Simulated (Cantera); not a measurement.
A Cantera script and its output.

```python
import numpy as np
import cantera as ct

gas = ct.Solution("gri30.yaml")
gas.TPX = 1375, 13332, {'CH4': 1, 'H2O': 0.42, 'N2': 0.0016}
reactor = ct.IdealGasConstPressureReactor(gas, energy="off", clone=False)
net = ct.ReactorNet([reactor])
net.rtol, net.atol = 1e-08, 1e-18
show = ['CH4', 'H2O', 'CO', 'CH2', 'HO2', 'CH2CO']
times = np.geomspace(9e-06, 30, 13)

steps = ct.SolutionArray(gas, extra=["t"])
rows = []
print(f"{'t/s':>10s}{'T/K':>9s}{'P/Pa':>11s}" + "".join(f"{s:>11s}" for s in show))
for t in times:
    while net.time < t:
        t_next = net.step()
        steps.append(gas.state, t=t_next)
    rows.append([np.interp(t, steps.t, y) for y in (steps.T, steps.P, *steps(*show).X.T)])
    print(f"{t:10.3e}{rows[-1][0]:9.1f}{rows[-1][1]:11.4g}" + "".join(f"{x:11.3e}" for x in rows[-1][2:]))
rate = np.gradient(steps.T, steps.t)
print("integrator steps:", len(steps.t))
if steps.T.max() > steps.T[0] + 200:
    print(f"time of steepest temperature rise: {steps.t[rate.argmax()]:.4e} s")
gas.TPX = 1375, 13332, {'CH4': 1, 'H2O': 0.42, 'N2': 0.0016}
gas.equilibrate("TP")
print(f"equilibrium (TP): T = {gas.T:.1f} K  " + "  ".join(f"{s} {gas[s].X[0]:.3e}" for s in show))
```

It prints:

```
       t/s      T/K       P/Pa        CH4        H2O         CO        CH2        HO2      CH2CO
 9.000e-06   1375.0  1.333e+04  7.034e-01  2.954e-01  5.174e-23  6.955e-16  2.363e-25  3.230e-32
 3.146e-05   1375.0  1.333e+04  7.034e-01  2.954e-01  6.732e-21  7.924e-15  3.749e-24  8.839e-29
 1.100e-04   1375.0  1.333e+04  7.034e-01  2.954e-01  1.323e-18  9.253e-14  1.010e-22  2.238e-25
 3.846e-04   1375.0  1.333e+04  7.034e-01  2.954e-01  4.129e-16  1.106e-12  3.241e-21  4.709e-22
 1.344e-03   1375.0  1.333e+04  7.034e-01  2.954e-01  1.692e-13  1.262e-11  8.535e-20  9.371e-19
 4.700e-03   1375.0  1.333e+04  7.034e-01  2.954e-01  5.108e-11  8.625e-11  9.440e-19  1.351e-15
 1.643e-02   1375.0  1.333e+04  7.032e-01  2.954e-01  3.618e-09  1.776e-10  2.182e-18  4.852e-13
 5.745e-02   1375.0  1.333e+04  7.024e-01  2.954e-01  1.046e-07  3.653e-10  4.838e-18  8.212e-11
 2.008e-01   1375.0  1.333e+04  6.986e-01  2.950e-01  1.915e-06  7.406e-10  1.073e-17  1.385e-08
 7.021e-01   1375.0  1.333e+04  6.807e-01  2.924e-01  1.562e-05  8.400e-10  1.355e-17  8.838e-07
 2.455e+00   1375.0  1.333e+04  6.226e-01  2.822e-01  1.138e-04  7.686e-10  1.236e-17  6.224e-06
 8.581e+00   1375.0  1.333e+04  4.917e-01  2.584e-01  8.482e-04  7.010e-10  8.166e-18  1.190e-05
 3.000e+01   1375.0  1.333e+04  2.887e-01  2.178e-01  4.837e-03  6.491e-10  6.877e-18  1.399e-05
integrator steps: 1175
equilibrium (TP): T = 1375.0 K  CH4 7.310e-02  H2O 2.886e-07  CO 1.596e-01  CH2 1.302e-10  HO2 5.054e-29  CH2CO 1.061e-07
```

Cantera simulation using GRI-Mech 3.0 (53 species, 325 reactions); the numbers are that mechanism's predictions, not measurements. GRI-Mech 3.0 stops at C3 and has no aromatics, soot or wall deposition, so with more carbon than oxygen in the feed, carbon stays in small species such as C2H2 where larger ones or solid carbon would form.
